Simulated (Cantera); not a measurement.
Reactions in the system Cu-F-N-O

Standard-state values (1 bar) from the NASA 1993 polynomials, evaluated with Cantera. Values are per mole of reaction as written; species without (g) are pure solids or liquids, kept so even where they would boil at 1 bar.

O(g) + 2 NF₃(g) + 3 Cu → N₂O(g) + 3 CuF₂

```json
[
 {"T (K)": "300", "ΔH° (kJ)": "-1520.8", "ΔS° (J/K)": "-329.6", "ΔG° (kJ)": "-1422.0", "log10 K": "247.58", "condensed phases": "Cu(s), CuF₂(s)"},
 {"T (K)": "1275", "ΔH° (kJ)": "-1300.9", "ΔS° (J/K)": "-107.1", "ΔG° (kJ)": "-1164.3", "log10 K": "47.70", "condensed phases": "Cu(s), CuF₂(l)"},
 {"T (K)": "1325", "ΔH° (kJ)": "-1297.0", "ΔS° (J/K)": "-104.2", "ΔG° (kJ)": "-1159.0", "log10 K": "45.69", "condensed phases": "Cu(s), CuF₂(l)"},
 {"T (K)": "1375", "ΔH° (kJ)": "-1332.7", "ΔS° (J/K)": "-130.4", "ΔG° (kJ)": "-1153.4", "log10 K": "43.81", "condensed phases": "Cu(l), CuF₂(l)"},
 {"T (K)": "1425", "ΔH° (kJ)": "-1329.0", "ΔS° (J/K)": "-127.8", "ΔG° (kJ)": "-1146.9", "log10 K": "42.04", "condensed phases": "Cu(l), CuF₂(l)"},
 {"T (K)": "1475", "ΔH° (kJ)": "-1325.3", "ΔS° (J/K)": "-125.3", "ΔG° (kJ)": "-1140.6", "log10 K": "40.39", "condensed phases": "Cu(l), CuF₂(l)"}
]
```
